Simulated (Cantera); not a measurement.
# Equilibrium for silicon epitaxy and polysilicon growth: SiH₂Cl₂ + H₂

Feed: 1 mol SiH₂Cl₂, 890 mol H₂, equilibrated at 1227 °C and 1.33 mbar.

These are equilibrium values from Cantera (NASA tables, ideal gas, pure condensed phases), not measurements of a reactor. Candidate condensed phases: Si; 19 gas species. Kinetics and transport are ignored.

- x(H₂) = 0.997
- x(HCl) = 0.00221
- x(H) = 0.000481
- x(SiCl₂) = 1.57e-5
- x(Si) = 7.89e-6
- x(SiH₂) = 1.49e-6
- n(Si(s)) = 0.976 mol
- gas amount = 892.2 mol
